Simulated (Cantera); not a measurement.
Gas mixture: 36.2 % H2, 24.5 % N2, 39.4 % NH3, at 1280 Torr, frozen composition.

Cantera's kinetic-theory transport with the Lennard-Jones parameters of GRI-Mech 3.0, ideal gas; thermal conductivity in the mixture-averaged form. Polar gases are described roughly by these parameters. The composition is frozen, though it would react at the higher temperatures.

One state of this run: ρ (kg/m³) = 0.254; cp (J/kg/K) = 3004; μ (µPa s) = 40.1; λ (mW/m/K) = 214; Pr = 0.563; D (cm²/s) CH3 = 1.92; D (cm²/s) H2 = 4.72; D (cm²/s) OH = 2.73. D: mixture-averaged diffusion coefficient of that species in the mixture.

**Question.** Which value of T (K) does it belong to?
(A) 400
(B) 650
(C) 1150
(D) 900

**Answer.** C, 1150
